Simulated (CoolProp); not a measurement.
Vapour-liquid equilibrium of R125 (1) + R115 (2) at 0.0994 bar; x and y are mole fractions of (1).

The numbers come from the multi-fluid Helmholtz-energy mixture model, Lemmon 2005 and Lemmon 2016; pair parameters Bell 2016 in CoolProp.

Task: Give the bubble temperature and the first vapour's composition at x = 0.425, 0.575, 0.95. Is there an azeotrope?

Result: x = 0.425: -86.8 °C, y = 0.565; x = 0.575: -87.2 °C, y = 0.637; x = 0.95: -86.5 °C, y = 0.916. y crosses x between x = 0.65 and 0.725: the model has an azeotrope there.

The pair parameters rest on a limited set of measurements; away from them the model extrapolates.
